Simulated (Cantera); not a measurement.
# Catalytic combustion on Pt

An isothermal plug-flow reactor at 850 K and 101000 Pa (inlet), inlet velocity 0.25 m/s, active area per volume 1600 1/m; feed 0.357 % H2, 14.1 % O2, 85.6 % N2.

Model: Deutschmann's 1995 Pt surface mechanism with GRI-Mech 3.0 gas chemistry, integrated in Cantera. Catalytic surfaces can have several steady states; this one follows from the mechanism file's or the stated starting coverage. Mass transfer to the wall is taken as infinitely fast.

```json
[
 {"z (m)": "3.9e-05", "x H2": "0.00188", "x O2": "0.140", "x H2O": "0.00170", "θ free Pt": "0.0682", "θ O*": "0.931", "θ OH*": "0.00106"},
 {"z (m)": "6.9e-05", "x H2": "0.00120", "x O2": "0.140", "x H2O": "0.00238", "θ free Pt": "0.0638", "θ O*": "0.935", "θ OH*": "0.00110"},
 {"z (m)": "0.00012", "x H2": "0.000592", "x O2": "0.140", "x H2O": "0.00299", "θ free Pt": "0.0600", "θ O*": "0.939", "θ OH*": "0.00113"},
 {"z (m)": "0.00022", "x H2": "0.000158", "x O2": "0.139", "x H2O": "0.00342", "θ free Pt": "0.0576", "θ O*": "0.941", "θ OH*": "0.00115"},
 {"z (m)": "0.00039", "x H2": "1.78e-5", "x O2": "0.139", "x H2O": "0.00356", "θ free Pt": "0.0568", "θ O*": "0.942", "θ OH*": "0.00116"},
 {"z (m)": "0.00069", "x H2": "3.83e-7", "x O2": "0.139", "x H2O": "0.00358", "θ free Pt": "0.0567", "θ O*": "0.942", "θ OH*": "0.00116"},
 {"z (m)": "0.0012", "x H2": "5.64e-10", "x O2": "0.139", "x H2O": "0.00358", "θ free Pt": "0.0567", "θ O*": "0.942", "θ OH*": "0.00116"},
 {"z (m)": "0.0022", "x H2": "<1e-12", "x O2": "0.139", "x H2O": "0.00358", "θ free Pt": "0.0567", "θ O*": "0.942", "θ OH*": "0.00116"},
 {"z (m)": "0.0039", "x H2": "<1e-12", "x O2": "0.139", "x H2O": "0.00358", "θ free Pt": "0.0567", "θ O*": "0.942", "θ OH*": "0.00116"}
]
```
x: gas mole fraction; θ: surface coverage.
